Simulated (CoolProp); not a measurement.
Saturation properties of c-C4F8 (RC318) (Tc = 388.4 K, pc = 2.778 MPa, ω = 0.355).

Values from CoolProp's reference Helmholtz-energy equation of state, Platzer 1990. This equation is an older, rougher fit; its heat capacities, sound speeds and derivatives of the liquid may be far off and weren't checked against measurements.

```csv
T (K),p (MPa),liquid density (kg/m³),vapour Z,surface tension (mN/m),liquid viscosity (µPa s),liquid conductivity (mW/(m K))
294.3,0.2758,1514,0.9082,8.62,384,66.2
298.2,0.3130,1498,0.8992,8.17,362,65.2
302.1,0.3539,1482,0.8897,7.73,342,64.2
306,0.3987,1466,0.8797,7.30,323,63.1
309.9,0.4476,1449,0.8690,6.87,305,62.1
313.8,0.5010,1432,0.8577,6.44,288,61.0
317.8,0.5605,1414,0.8454,6.02,272,59.9
321.7,0.6234,1396,0.8327,5.60,257,58.8
325.6,0.6915,1378,0.8194,5.20,243,57.7
329.5,0.7651,1359,0.8052,4.80,229,56.6
333.4,0.8443,1339,0.7903,4.40,216,55.4
337.3,0.9294,1318,0.7744,4.02,204,54.3
341.2,1.021,1297,0.7577,3.64,192,53.1
345.1,1.119,1275,0.7399,3.26,181,52.0
349,1.224,1251,0.7209,2.90,170,50.8
```

It boils at 267.2 K under 1 atm.

Viscosity comes from a separate model (Huber 2003), an estimate that may be off by 10 % or more. Thermal conductivity comes from a separate model (Huber 2003), an estimate that may be off by 10 % or more. Surface tension comes from a separate correlation (Mulero 2012).
